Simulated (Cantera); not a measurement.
Feed: 1 mol Si3H8, 0.45 mol Cl2, 240 mol H2, at 900 K and 240 Torr.

Cantera equilibrium calculation (NASA polynomials, part measured and part estimated; ideal gas, pure solids and liquids). Candidate condensed phases: Si; 19 gas species. The feed counts by its element totals alone. Rates play no part.

Base state: H2 0.998, HCl 0.00133, SiHCl3 0.000441, SiCl4 0.000208, SiH2Cl2 8.89e-5 (mole fractions); condensed: Si(s).

### Question
What changes in the equilibrium state with this change: temperature from 900 K to 1175 K?

### Answer
```tsv
species	before	after
H2	0.998	0.996
HCl	0.00133	0.00356
SiCl2	2.42e-6	2.90e-5
SiHCl3	0.000441	1.04e-5
SiCl4	0.000208	1.58e-6
SiH2Cl2	8.89e-5	8.80e-6
Si(s), mol	2.82	2.99
```
